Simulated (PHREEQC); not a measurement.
Make-up at 25 °C: 0.0084 mol KHCO3 and 0.0012 mol Na2SO4 per kg of water. Closed to the air; pH follows from the charge balance.

Computed with PHREEQC (ion-association model, phreeqc.dat).

Each row changes one thing in this solution. This is a speciation only: nothing precipitates in the calculation.

```csv
case,pH,ionic strength (mol/kgw)
as made,8.24,0.0120
KHCO3 replaced by KF at the same molality,7.53,0.0119
diluted 10-fold with water,8.26,0.00121
Na2SO4 left out,8.26,0.00849
diluted 100-fold with water,8.05,0.000120
```

Complexes and solids missing from the database can't appear.
